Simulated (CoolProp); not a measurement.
Vapour-liquid equilibrium of fluoroethane (R161) (1) + R134a (2) at 264.2 K; x and y are mole fractions of (1).

Computed with CoolProp (multi-fluid Helmholtz-energy mixture model, Wu 2012 and Tillner-Roth 1994; pair parameters Bell 2016).

Question: Give the bubble pressure and the first vapour's composition at x = 0.35, 0.65, 0.85. Is there an azeotrope?

Answer: x = 0.35: 0.2401 MPa, y = 0.435; x = 0.65: 0.2742 MPa, y = 0.740; x = 0.85: 0.3005 MPa, y = 0.901. No azeotrope shows between x = 0.05 and 0.95.

Pair parameters are fitted to limited data, so mixtures are less certain than the pure fluids.
